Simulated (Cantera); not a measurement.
An adiabatic, constant-volume homogeneous reactor starts with CH4 : CO : O2 : N2 : H2O = 1 : 0.15 : 2.73 : 10.3 : 1.3 (molar parts), equivalence ratio 0.76, at 1573 K and 1900000 Pa. Integrator tolerance rtol = 1e-08.

Model: GRI-Mech 3.0 (53 species, 325 reactions), integrated in Cantera. The pressure lies above the range GRI-Mech 3.0 was tuned for (to about 10 atm).

```csv
quantity,before,after
time of steepest temperature rise,54.4 µs,24.8 ms
temperature at 4.00 s,2915 K,2632 K
equilibrium temperature,2915 K,2632 K
x(CH4) at 4.00 s,<1e-12 (gas-phase equilibrium <1e-12),<1e-12 (gas-phase equilibrium <1e-12)
x(CO) at 4.00 s,0.0127 (gas-phase equilibrium 0.0127),0.00381 (gas-phase equilibrium 0.00381)
x(O2) at 4.00 s,0.0376 (gas-phase equilibrium 0.0376),0.0372 (gas-phase equilibrium 0.0372)
x(N2O) at 4.00 s,5.06e-6 (gas-phase equilibrium 5.06e-6),3.90e-6 (gas-phase equilibrium 3.90e-6)
x(NO2) at 4.00 s,2.57e-5 (gas-phase equilibrium 2.57e-5),2.51e-5 (gas-phase equilibrium 2.51e-5)
```

Problem. Name the change that produced these shifts.
(A) N2 10.3 to 20 parts
(B) pressure from 1900000 Pa to 500000 Pa
(C) initial temperature 1573 to 1048 K
(D) initial temperature 1573 to 950 K

Solution. C, initial temperature 1573 to 1048 K
